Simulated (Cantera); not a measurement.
Input (Python, Cantera) and output of one run.

```python
import numpy as np
import cantera as ct

gas_names = """
    B BH BH2 BH3 BN B2 H H2 N NH NH2 NH3 N2 N2H2 N2H4
""".split()
cond_names = """
    B(b) B(L) BN(s)
""".split()


# ... load() reads the species with a 1 bar reference pressure and builds the phases ...
atoms = {
    'B2H6': {'B': 2, 'H': 6},
    'NH3': {'N': 1, 'H': 3},
    'N2': {'N': 2},
}
top_T = {'BN(s)': 3200}  # K; cautious upper limits of use, not melting points


# ... equilibrate(T, P, feed) seeds the gas with the atoms and calls Mixture.equilibrate('TP', solver="vcs", rtol=1e-11, max_steps=5000) ...
results = []
feed = {'B2H6': 1, 'NH3': 6, 'N2': 0.19}  # mol
T = 2248.15  # K
for P in [10, 63, 400, 2500, 16000, 100000]:
    mix = equilibrate(T, P, feed)
    results.append((T, P, feed, dict(zip(mix.species_names, mix.species_moles))))

top = {s: max(r[3][s] / sum(r[3][g] for g in gas_names) for r in results) for s in gas_names}
cols = sorted((s for s in top if top[s] > 1e-05), key=lambda s: -top[s])[:5]
seen = [c for c in cond_names if any(r[3].get(c, 0) > 1e-12 for r in results)]
print("log10 of partial pressures in bar; condensed amounts in mol")
print(f"{'P/Pa':>10s}" + "".join(f"{s[:9]:>10s}" for s in cols + seen))
for T, P, feed, n in results:
    ng = sum(n[g] for g in gas_names)
    print(f"{P:10.4g}" + "".join(f"{np.log10(max(n[s] / ng * P / 1e5, 1e-99)):10.3f}" for s in cols)
          + "".join(f"{n.get(c, 0):10.4g}" for c in seen))
```

Result:

```
log10 of partial pressures in bar; condensed amounts in mol
      P/Pa        H2         H        N2         B       BH2      B(b)     BN(s)
        10    -4.449    -4.358    -4.816    -5.283    -7.230    0.8904         0
        63    -3.436    -3.851    -3.934    -5.283    -6.217     1.837         0
       400    -2.552    -3.410    -3.098    -5.283    -5.334     1.959         0
      2500    -1.696    -2.982    -2.421    -5.322    -4.517         0     1.979
   1.6e+04    -0.877    -2.572    -1.610    -5.727    -4.103         0     1.993
     1e+05    -0.076    -2.172    -0.813    -6.126    -3.701         0     1.997
```

Equilibrium computed with Cantera from the NASA thermochemical tables; the gas is ideal and each condensed phase is pure. The feed counts by its element totals alone. The tables' values for BH2 are old estimates; treat these amounts as uncertain.
